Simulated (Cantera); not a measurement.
Charge: 1 mol CHF3, 1.5 mol F2, 15 mol H2, at 1.00 Torr.

These are equilibrium values from Cantera (NASA tables, ideal gas, pure condensed phases), not measurements of a reactor. Candidate condensed phases: C, C6H6, C7H8, C8H18; 95 gas species. Equilibrium is a limit: real reactors are often held back by kinetics, nucleation or transport.

### Question
What share of the C ends up in condensed phases as a function of T (K), at 1100, 1250, 1400, 1550, 1700, 1850, 2000, 2150, 2300, 2450, 2600?

### Answer
```tsv
T (K)	C condensed (%)	as
1100	100.0	C(graphite)
1250	100.0	C(graphite)
1400	100.0	C(graphite)
1550	100.0	C(graphite)
1700	99.8	C(graphite)
1850	99.4	C(graphite)
2000	98.1	C(graphite)
2150	95.5	C(graphite)
2300	90.6	C(graphite)
2450	82.6	C(graphite)
2600	61.9	C(graphite)
```
